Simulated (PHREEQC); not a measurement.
KOH is added in steps, without added water, to 1 kg of water holding 0.078 mol/kgw HF, 0.0021 mol/kgw KF and 3.7e-05 mol/kgw H4SiO4, at 25 °C. Oxygen is held at 0.21 atm. No CO2 enters from the air. Solids allowed: SiO2(a). Others were left out.

Base run: PHREEQC, ion-association model, phreeqc.dat. Each further column changes one thing. The table gives H4SiO4 (mol/kgw).

```csv
KOH added (mol),base,metal-ligand complexes left out,all activity coefficients set to 1,Debye-Hückel limiting law,Davies equation for every ion
0,8.19e-14,8.19e-14,1.12e-13,7.77e-14,8.04e-14
0.006,5.20e-14,5.20e-14,?,?,5.10e-14
0.018,3.21e-14,3.21e-14,4.33e-14,3.00e-14,3.13e-14
0.024,3.11e-14,3.11e-14,4.26e-14,2.89e-14,3.03e-14
0.03,3.43e-14,3.43e-14,4.78e-14,3.16e-14,3.33e-14
0.042,6.04e-14,6.04e-14,8.78e-14,5.47e-14,5.85e-14
0.048,9.95e-14,9.95e-14,1.48e-13,8.92e-14,9.62e-14
0.054,1.99e-13,1.99e-13,?,?,1.92e-13
0.066,2.34e-12,2.34e-12,?,2.03e-12,2.25e-12
0.072,3.42e-11,3.42e-11,?,?,3.30e-11
0.078,3.64e-5,3.64e-5,3.64e-5,3.64e-5,3.64e-5
0.09,1.86e-7,1.86e-7,1.95e-7,1.81e-7,1.82e-7
0.096,1.17e-7,1.17e-7,1.25e-7,1.12e-7,1.15e-7
```

**Question.** What belongs in the gaps?

**Answer.** 
- 0.006, all activity coefficients set to 1: 7.00e-14
- 0.006, Debye-Hückel limiting law: 4.92e-14
- 0.054, all activity coefficients set to 1: 3.01e-13
- 0.054, Debye-Hückel limiting law: 1.77e-13
- 0.066, all activity coefficients set to 1: 3.66e-12
- 0.072, all activity coefficients set to 1: 5.46e-11
- 0.072, Debye-Hückel limiting law: 2.95e-11

SiF6-2 is the database's only silicon fluoride.
